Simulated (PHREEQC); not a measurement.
Metal-bearing waste water (model solution)

Make-up at 20 °C: 0.0091 mol ZnSO4, 0.014 mol CaCl2 and 0.0011 mol NaF per kg of water. Closed to the air; pH follows from the charge balance.

Model: ion-association model, phreeqc.dat, run in PHREEQC.

Each row changes one thing in this solution. Precipitation was switched off in this run.

```csv
case,pH,ionic strength (mol/kgw),Ca+2 (mol/kgw),Zn+2 (mol/kgw),SO4-2 (mol/kgw),CaSO4 (mol/kgw),SI of Gypsum (CaSO4:2H2O),SI of Fluorite (CaF2)
as made,5.85,0.0641,0.0120,0.00720,0.00530,0.00205,-0.33,+2.23
temperature from 20 to 45 °C,5.63,0.0627,0.0118,0.00683,0.00511,0.00221,-0.35,+1.94
temperature from 20 to 85 °C,5.32,0.0602,0.0116,0.00586,0.00502,0.00239,-0.26,+1.67
CaCl2 from 0.014 to 0.028 mol/kgw,5.79,0.104,0.0250,0.00753,0.00491,0.00296,-0.17,+2.46
NaF from 0.0011 to 0.00099 mol/kgw,5.84,0.0640,0.0120,0.00720,0.00530,0.00205,-0.33,+2.14
ZnSO4 from 0.0091 to 0.00455 mol/kgw,5.96,0.0539,0.0127,0.00390,0.00276,0.00126,-0.55,+2.31
```

Species that the database lacks are ignored. Some of these states are supersaturated (in Fluorite, for instance). At this temperature some constants are extrapolated from 25 °C, and those without enthalpy data are left unchanged.
